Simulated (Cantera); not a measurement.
Input: 1 mol Al, 0.59 mol Cl₂, 0.31 mol H₂, 6.4 mol HCl, equilibrated at 21.8 Torr.

Equilibrium computed with Cantera from the NASA thermochemical tables; the gas is ideal and each condensed phase is pure. Candidate condensed phases: Al, AlCl₃; 12 gas species. The tables' values for AlCl₂ are old estimates; treat these amounts as uncertain. Rates play no part.

x: gas mole fraction; nothing condenses.

```json
[
 {"T (°C)": "127", "x HCl": "0.727", "x H₂": "0.194", "x AlCl₃": "9.10e-5", "x Al₂Cl₆": "0.0793", "x AlCl₂": "<1e-12", "x Cl": "<1e-12"},
 {"T (°C)": "227", "x HCl": "0.726", "x H₂": "0.193", "x AlCl₃": "0.00377", "x Al₂Cl₆": "0.0773", "x AlCl₂": "<1e-12", "x Cl": "<1e-12"},
 {"T (°C)": "327", "x HCl": "0.713", "x H₂": "0.190", "x AlCl₃": "0.0383", "x Al₂Cl₆": "0.0587", "x AlCl₂": "<1e-12", "x Cl": "<1e-12"},
 {"T (°C)": "427", "x HCl": "0.685", "x H₂": "0.182", "x AlCl₃": "0.116", "x Al₂Cl₆": "0.0168", "x AlCl₂": "5.58e-12", "x Cl": "<1e-12"},
 {"T (°C)": "527", "x HCl": "0.675", "x H₂": "0.180", "x AlCl₃": "0.143", "x Al₂Cl₆": "0.00199", "x AlCl₂": "6.12e-10", "x Cl": "[?]"},
 {"T (°C)": "627", "x HCl": "0.674", "x H₂": "0.179", "x AlCl₃": "0.147", "x Al₂Cl₆": "0.000292", "x AlCl₂": "2.00e-8", "x Cl": "[?]"},
 {"T (°C)": "727", "x HCl": "0.674", "x H₂": "0.179", "x AlCl₃": "0.147", "x Al₂Cl₆": "6.23e-5", "x AlCl₂": "3.19e-7", "x Cl": "[?]"},
 {"T (°C)": "827", "x HCl": "0.674", "x H₂": "0.179", "x AlCl₃": "0.147", "x Al₂Cl₆": "1.79e-5", "x AlCl₂": "3.03e-6", "x Cl": "[?]"},
 {"T (°C)": "927", "x HCl": "0.674", "x H₂": "0.179", "x AlCl₃": "0.147", "x Al₂Cl₆": "6.41e-6", "x AlCl₂": "1.97e-5", "x Cl": "[?]"},
 {"T (°C)": "1027", "x HCl": "0.674", "x H₂": "0.179", "x AlCl₃": "0.147", "x Al₂Cl₆": "2.72e-6", "x AlCl₂": "9.50e-5", "x Cl": "[?]"},
 {"T (°C)": "1127", "x HCl": "0.674", "x H₂": "0.179", "x AlCl₃": "0.147", "x Al₂Cl₆": "1.32e-6", "x AlCl₂": "0.000364", "x Cl": "[?]"}
]
```

### Question
What belongs in the gaps?

### Answer

- 527, x Cl: 2.81e-11
- 627, x Cl: 1.07e-9
- 727, x Cl: 1.97e-8
- 827, x Cl: 2.16e-7
- 927, x Cl: 1.60e-6
- 1027, x Cl: 8.72e-6
- 1127, x Cl: 3.74e-5
